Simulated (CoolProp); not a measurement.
Properties of R152A along the isobar 5290 kPa.

Model: reference Helmholtz-energy equation of state, Outcalt 1996, in CoolProp. It is a modified Benedict-Webb-Rubin equation, recast in Helmholtz form.

| T (°C) | phase | cv (kJ/(kg K)) | speed of sound (m/s) | expansivity (1/kK) | conductivity (mW/(m K)) | Prandtl number | fugacity coefficient |
|---|---|---|---|---|---|---|---|
| -103.25 | liquid | 1.034 | 1310 | 1.545 | 173 | 11.5 | 9.576e-5 |
| -96.35 | liquid | 1.036 | 1271 | 1.567 | 169 | 9.87 | 0.0001942 |
| -89.45 | liquid | 1.035 | 1235 | 1.591 | 164 | 8.59 | 0.0003702 |
| -82.55 | liquid | 1.035 | 1200 | 1.617 | 160 | 7.59 | 0.0006680 |
| -75.65 | liquid | 1.035 | 1165 | 1.645 | 155 | 6.80 | 0.001148 |
| -68.65 | liquid | 1.036 | 1132 | 1.675 | 151 | 6.16 | 0.001902 |
| -61.75 | liquid | 1.038 | 1099 | 1.708 | 147 | 5.64 | 0.003008 |
| -54.85 | liquid | 1.042 | 1066 | 1.744 | 143 | 5.21 | 0.004595 |
| -47.95 | liquid | 1.047 | 1033 | 1.783 | 139 | 4.85 | 0.006802 |
| -41.05 | liquid | 1.053 | 1001 | 1.826 | 136 | 4.54 | 0.009787 |
| -34.15 | liquid | 1.060 | 969.1 | 1.873 | 132 | 4.28 | 0.01372 |
| -27.15 | liquid | 1.067 | 936.6 | 1.926 | 129 | 4.04 | 0.01888 |
| -20.25 | liquid | 1.075 | 904.8 | 1.983 | 125 | 3.84 | 0.02530 |
| -13.35 | liquid | 1.084 | 873.0 | 2.046 | 122 | 3.65 | 0.03325 |
| -6.45 | liquid | 1.093 | 841.2 | 2.116 | 119 | 3.49 | 0.04292 |
| 0.45 | liquid | 1.102 | 809.5 | 2.195 | 115 | 3.34 | 0.05449 |

Viscosity comes from a separate model (Bell 2016), an estimate that may be off by 10 % or more. Thermal conductivity comes from a separate model (Krauss 1996).
